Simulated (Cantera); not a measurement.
Equilibrium for carbon deposition, reforming and gasification: C2H4 + H2O + H2

Input: 1 mol C2H4, 2 mol H2O, 2 mol H2, held at 53.0 bar.

Cantera equilibrium calculation (NASA polynomials, part measured and part estimated; ideal gas, pure solids and liquids). Candidate condensed phases: C, C6H6, C7H8, C8H18, H2O; 110 gas species. The ideal-gas law is rough above about 30 bar. Equilibrium is a limit: real reactors are often held back by kinetics, nucleation or transport.

From 773 K to 2573 K nothing is condensed. The main C-bearing gas is CH4 at 773 K and CO at 2573 K.

```json
[
 {"T (K)": "773", "x H2": "0.0912", "x CH4": "0.454", "x H2O": "0.432", "x CO": "0.000911", "x CO2": "0.0221", "x H": "<1e-12"},
 {"T (K)": "923", "x H2": "0.214", "x CH4": "0.386", "x H2O": "0.343", "x CO": "0.0133", "x CO2": "0.0436", "x H": "1.56e-11"},
 {"T (K)": "1073", "x H2": "0.382", "x CH4": "0.275", "x H2O": "0.231", "x CO": "0.0679", "x CO2": "0.0445", "x H": "1.19e-9"},
 {"T (K)": "1223", "x H2": "0.549", "x CH4": "0.150", "x H2O": "0.126", "x CO": "0.151", "x CO2": "0.0238", "x H": "3.06e-8"},
 {"T (K)": "1373", "x H2": "0.658", "x CH4": "0.0672", "x H2O": "0.0583", "x CO": "0.207", "x CO2": "0.00892", "x H": "3.71e-7"},
 {"T (K)": "1523", "x H2": "0.709", "x CH4": "0.0295", "x H2O": "0.0264", "x CO": "0.232", "x CO2": "0.00322", "x H": "2.67e-6"},
 {"T (K)": "1673", "x H2": "0.730", "x CH4": "0.0141", "x H2O": "0.0128", "x CO": "0.242", "x CO2": "0.00128", "x H": "1.34e-5"},
 {"T (K)": "1823", "x H2": "0.739", "x CH4": "0.00738", "x H2O": "0.00687", "x CO": "0.246", "x CO2": "0.000584", "x H": "5.12e-5"},
 {"T (K)": "1973", "x H2": "0.744", "x CH4": "0.00421", "x H2O": "0.00405", "x CO": "0.247", "x CO2": "0.000301", "x H": "0.000160"},
 {"T (K)": "2123", "x H2": "0.746", "x CH4": "0.00255", "x H2O": "0.00262", "x CO": "0.248", "x CO2": "0.000174", "x H": "0.000426"},
 {"T (K)": "2273", "x H2": "0.747", "x CH4": "0.00159", "x H2O": "0.00187", "x CO": "0.249", "x CO2": "0.000113", "x H": "0.000997"},
 {"T (K)": "2423", "x H2": "0.746", "x CH4": "0.00101", "x H2O": "0.00146", "x CO": "0.249", "x CO2": "8.13e-5", "x H": "0.00210"},
 {"T (K)": "2573", "x H2": "0.745", "x CH4": "0.000641", "x H2O": "0.00123", "x CO": "0.249", "x CO2": "6.41e-5", "x H": "0.00407"}
]
```
x: gas mole fraction; nothing condenses.
